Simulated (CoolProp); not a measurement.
Properties of carbon monoxide along the isobar 7000 kPa.

Model: reference Helmholtz-energy equation of state, Lemmon 2006, in CoolProp. It is a short technical equation, of lower accuracy than the large ones.

```tsv
T (K)	phase	density (kg/m³)	cp (kJ/(kg K))	cv (kJ/(kg K))	expansivity (1/kK)	fugacity coefficient
117.6	liquid	643.4	2.340	0.9810	8.811	0.2345
128.9	liquid	…	2.657	0.9545	12.60	0.3547
140.3	supercritical	472.8	3.436	0.9505	22.47	0.4839
151.6	supercritical	331.4	4.192	…	37.11	0.5983
162.9	supercritical	234.3	…	0.8778	…	0.6829
174.2	supercritical	…	…	0.8368	15.63	…
185.5	supercritical	162.1	1.732	0.8141	…	0.7941
196.8	supercritical	143.9	1.556	0.7995	9.514	0.8328
```

Question: What belongs in the gaps?

Answer: 
- 128.9, density (kg/m³): 571.7
- 151.6, cv (kJ/(kg K)): 0.9474
- 162.9, cp (kJ/(kg K)): 2.752
- 162.9, expansivity (1/kK): 23.65
- 174.2, density (kg/m³): 188.8
- 174.2, cp (kJ/(kg K)): 2.050
- 174.2, fugacity coefficient: 0.7455
- 185.5, expansivity (1/kK): 11.75

The peak of cp marks the crossing from liquid-like to gas-like fluid above the critical point.
